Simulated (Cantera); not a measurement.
Source: NASA polynomial tables (part measured, part estimated), evaluated in Cantera. Values are per mole of reaction as written; species without (g) are pure solids or liquids, kept so even where they would boil at 1 bar.

Between 300 and 2000 K, where is each reaction favourable under standard conditions?
- 4 NH3(g) + TaO2(g) = Ta + 12 H(g) + 2 N2O(g)


- 4 NH3(g) + TaO2(g) = Ta + 12 H(g) + 2 N2O(g): ΔG° is 2922 kJ at 300 K and 1267 kJ at 2000 K; it stays positive (K < 1). ΔH° is 3338 kJ and ΔS° 1035 J/K at 2000 K.
